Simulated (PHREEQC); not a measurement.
1 kg of water holding 0.042 mol Na2SO4 and 0.12 mol K2SO4 is evaporated at 40 °C; the solids stay in contact with the brine. No CO2 enters from the air. The run lets Arcanite, Glaserite, Mirabilite, Misenite, Thenardite precipitate or redissolve, and no other solid.

The series has 28 steps of water left (kg), from 1 to 0.005012.

Computed with PHREEQC (Pitzer model, pitzer.dat).

Task: Which solids form, in which order, and at which step of the series does each first stand?

Result: Arcanite from water left = 0.1407 kg, last present at water left = 0.007427 kg; Glaserite from water left = 0.06418 kg.

Constants without temperature data keep their 25 °C values here.
